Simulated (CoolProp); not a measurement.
A simple Rankine cycle with water: condensing at 294.15 K, boiler at 5.58 MPa, turbine inlet 549 K, turbine efficiency 0.85, pump efficiency 0.8, no recuperator. Each further row changes one setting.

Computed with CoolProp (reference Helmholtz-energy equation of state, Wagner 2002).

| case | thermal efficiency (%) | net work (kJ/kg) | heat in (kJ/kg) | turbine exit temperature (K) | volume ratio over the turbine |
|---|---|---|---|---|---|
| as stated | 32.9 | 894 | 2720 | 294.1 | 1130 |
| turbine inlet 569 K | 33.1 | 925 | 2790 | 294.1 | 1060 |
| condensing temperature 286.15 K | 33.9 | 933 | 2750 | 286.1 | 1800 |
| boiler pressure 3.91 MPa | 31.9 | 894 | 2800 | 294.1 | 753 |
| turbine efficiency 0.75 | 29.0 | 788 | 2720 | 294.1 | 1190 |

The expansion ends wet for: as stated; turbine inlet 569 K; condensing temperature 286.15 K; boiler pressure 3.91 MPa; turbine efficiency 0.75.
